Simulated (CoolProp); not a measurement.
Properties of m-xylene along the isobar 12.5 MPa (Tc = 343.7 °C, pc = 3.535 MPa, ω = 0.326).

Values from CoolProp's reference Helmholtz-energy equation of state, Zhou 2012.

| T (°C) | phase | cp (kJ/(kg K)) | isothermal compressibility (1/MPa) |
|---|---|---|---|
| 145.75 | liquid | 2.107 | 0.001757 |
| 152.25 | liquid | 2.130 | [?] |
| 158.85 | liquid | 2.153 | 0.001937 |
| 165.35 | liquid | 2.176 | 0.002035 |
| 171.95 | liquid | 2.199 | [?] |
| 178.45 | liquid | [?] | 0.002252 |
| 185.05 | liquid | 2.244 | [?] |
| 191.65 | liquid | 2.268 | 0.002501 |
| 198.15 | liquid | [?] | 0.002637 |
| 204.75 | liquid | 2.314 | [?] |

Q: What belongs in the gaps?

A: 
- 152.25, isothermal compressibility (1/MPa): 0.001844
- 171.95, isothermal compressibility (1/MPa): 0.002141
- 178.45, cp (kJ/(kg K)): 2.221
- 185.05, isothermal compressibility (1/MPa): 0.002373
- 198.15, cp (kJ/(kg K)): 2.290
- 204.75, isothermal compressibility (1/MPa): 0.002786
